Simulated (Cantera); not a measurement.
Ta(OEt)5 + H2O + H2 (tantalum, niobium, vanadium and zirconium in process gases)

Feed: 1 mol Ta(OEt)5, a varied amount of H2O, 2.4 mol H2, equilibrated at 2648 K and 100000 Pa.

Equilibrium computed with Cantera from the NASA thermochemical tables; the gas is ideal and each condensed phase is pure. Candidate condensed phases: C, C6H6, C7H8, C8H18, H2O, Ta, TaC, Ta2O5; 113 gas species. The feed counts by its element totals alone. Mutual solubility and eutectic melting of coexisting phases are not modelled. TaC: taken at fixed stoichiometry. Condensed phases not in the tables: Ta2C, N, O or C dissolved in the metal. Rates play no part.

```
n(H2O) (mol)  log p H2  log p CO  log p H2O  log p H  log p C2H2 (acetylene)  log p CO2  n C(graphite)  n TaC(s)  n Ta(s)  n Ta2O5(l)
------------  --------  --------  ---------  -------  ----------------------  ---------  -------------  --------  -------  ----------
1.2              -0.17     -0.56      -5.50    -1.42                   -1.88      -6.71           2.18      1.00        0           0
2                -0.18     -0.54      -5.48    -1.42                   -1.89      -6.67           1.35      1.00        0           0
2.8              -0.19     -0.52      -5.47    -1.43                   -1.90      -6.63          0.524      1.00        0           0
3.7              -0.19     -0.50      -5.27    -1.43                   -2.28      -6.40              0      1.00        0           0
4.5              -0.19     -0.49      -2.68    -1.43                   -7.45      -3.80              0     0.586    0.402           0
5.4              -0.20     -0.49      -2.17    -1.43                   -8.47      -3.29              0         0    0.904     0.00195
6.2              -0.19     -0.50      -2.17    -1.43                   -8.49      -3.30              0         0    0.587       0.159
7                -0.19     -0.51      -2.16    -1.43                   -8.51      -3.31              0         0    0.270       0.317
7.9              -0.19     -0.53      -1.91    -1.43                   -9.03      -3.07              0         0        0       0.466
8.7              -0.20     -0.54      -1.48    -1.43                   -9.94      -2.64              0         0        0       0.481
9.5              -0.21     -0.55      -1.28    -1.44                  -10.40      -2.44              0         0        0       0.485
10               -0.21     -0.56      -1.19    -1.44                  -10.62      -2.35              0         0        0       0.487
```
log p: log10 of the partial pressure in bar; n: condensed amount in mol.

From 1.2 mol H2O to 2.8 mol H2O the condensed part is C(graphite) + TaC(s). At 3.7 mol H2O the condensed part is TaC(s). At 4.5 mol H2O the condensed part is Ta(s) + TaC(s). From 5.4 mol H2O to 7 mol H2O the condensed part is Ta(s) + Ta2O5(l). From 7.9 mol H2O to 10 mol H2O the condensed part is Ta2O5(l).
